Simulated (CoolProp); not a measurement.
Saturation properties of nitrogen (Tc = -147.0 °C, pc = 3.396 MPa, ω = 0.037).

Computed with CoolProp (reference Helmholtz-energy equation of state, Span 2000).

```tsv
T (°C)	p (MPa)	vapour density (kg/m³)	enthalpy of vaporisation (kJ/kg)	liquid cp (kJ/(kg K))	liquid conductivity (mW/(m K))
-175.85	0.6422	26.38	166.8	2.256	105
-172.15	0.8336	34.26	158.7	2.345	98.1
-168.45	1.063	44.07	149.6	2.467	90.9
-164.75	1.334	56.32	139.3	2.642	83.6
-161.05	1.652	71.88	127.3	2.910	76.3
-157.35	2.022	92.21	113.0	3.363	69.1
-153.75	2.436	119.4	95.47	4.259	62.1
-150.05	2.926	163.7	70.06	7.327	56.0
```

It boils at -195.8 °C under 1 atm.

Thermal conductivity comes from a separate model (Lemmon 2004).
